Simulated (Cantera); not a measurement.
Mixture: CH₄ : C₂H₆ : O₂ : N₂ = 1 : 0.18 : 2.63 : 9.89 (molar parts), at 1.01 bar, adiabatic and at constant volume. Ignition delay is the time to a rise of 400 K.

Model: GRI-Mech 3.0 (53 species, 325 reactions), integrated in Cantera.

Problem. At T0 = 1675 K, what is the delay, and which 5 reactions control it most (d ln τ / d ln k, from doubling and halving each rate constant)?

Solution. The delay is 47.4 µs.
```json
[
 {"reaction": "H + O2 <=> O + OH", "d ln τ / d ln k": "-0.47", "faster rate": "shortens it"},
 {"reaction": "CH4 + H <=> CH3 + H2", "d ln τ / d ln k": "0.24", "faster rate": "lengthens it"},
 {"reaction": "CH3 + HO2 <=> CH3O + OH", "d ln τ / d ln k": "-0.22", "faster rate": "shortens it"},
 {"reaction": "CH4 + OH <=> CH3 + H2O", "d ln τ / d ln k": "0.13", "faster rate": "lengthens it"},
 {"reaction": "2 CH3 (+M) <=> C2H6 (+M)", "d ln τ / d ln k": "-0.13", "faster rate": "shortens it"}
]
```
